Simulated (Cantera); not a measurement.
An adiabatic, constant-pressure homogeneous reactor starts with 3.84 % CH4, 20.2 % O2, 76.0 % N2, equivalence ratio 0.38, at 1650 K and 9750 Torr.

Model: GRI-Mech 3.0 (53 species, 325 reactions), integrated in Cantera. The pressure lies above the range GRI-Mech 3.0 was tuned for (to about 10 atm).

**Question.** Predict: time of steepest temperature rise; temperature at 2.00 s; equilibrium temperature; x(O2) at 2.00 s; x(O) at 2.00 s.

**Answer.** 
```
Item                                                                  Result
---------------------------------  -----------------------------------------
time of steepest temperature rise                                    33.4 µs
temperature at 2.00 s                                                 2395 K
equilibrium temperature                                               2395 K
x(O2) at 2.00 s                          0.117 (gas-phase equilibrium 0.117)
x(O) at 2.00 s                     0.000807 (gas-phase equilibrium 0.000807)
```
